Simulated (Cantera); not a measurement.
A freely propagating, adiabatic, planar premixed flame of H2 : O2 : N2 = 1 : 0.602 : 2.27 (molar parts), unburnt at 300 K and 7500 Torr; multicomponent+Soret transport, grid criteria slope 0.08 and curve 0.16, no radiation.

Computed with Cantera and the H2/O2 subset of GRI-Mech 3.0, which has no nitrogen chemistry. The hydrogen kinetics of GRI-Mech 3.0 are dated; newer H2 mechanisms differ, most at raised pressure. Burning velocities carry a grid error of a few per cent, more on coarse grids.

x: mole fraction of selected species; z is measured from the peak of heat release.

```
z (mm)    T (K)  u (m/s)      x H2    x O2     x HO2     x H2O       x O    x H2O2
--------  -----  -------  --------  ------  --------  --------  --------  --------
-0.0964     300    0.743     0.257   0.156     <1e-8   1.24e-6     <1e-8     <1e-8
-0.0643     301    0.739     0.250   0.157       ___       ___     <1e-8       ___
-0.0482     304    0.736     0.237   0.160   8.88e-7  0.000224     <1e-8   1.16e-6
-0.0321     338    0.781     0.197   0.167   2.08e-5   0.00386   3.10e-8   2.44e-5
-0.0161     653     1.42     0.124   0.161  0.000625    0.0473   6.42e-6  0.000267
-0.00803   1080     2.33    0.0871   0.132   0.00108     0.108  0.000186  0.000303
0           ___     3.25       ___     ___       ___       ___       ___       ___
0.00803    1766     3.82    0.0264  0.0641  0.000258     0.227   0.00219   5.46e-6
0.0161     1911     4.14    0.0149  0.0496  0.000133     0.250   0.00238   3.73e-6
0.0321     2046     4.43   0.00732  0.0404   5.57e-5     0.268   0.00173   2.36e-6
0.0643     2133     4.60   0.00323  0.0369   2.06e-5     0.278  0.000783   1.38e-6
0.129      2171     4.68   0.00123  0.0360   8.08e-6     0.283  0.000310   8.00e-7
0.257      2182     4.70  0.000593  0.0359   4.92e-6     0.285  0.000169   5.90e-7
```

**Question.** Complete the blanks.

**Answer.** 
- -0.0643, x HO2: 8.11e-8
- -0.0643, x H2O: 2.37e-5
- -0.0643, x H2O2: 1.06e-7
- 0, T (K): 1502
- 0, x H2: 0.0511
- 0, x O2: 0.0933
- 0, x HO2: 0.000565
- 0, x H2O: 0.178
- 0, x O: 0.00120
- 0, x H2O2: 3.34e-5
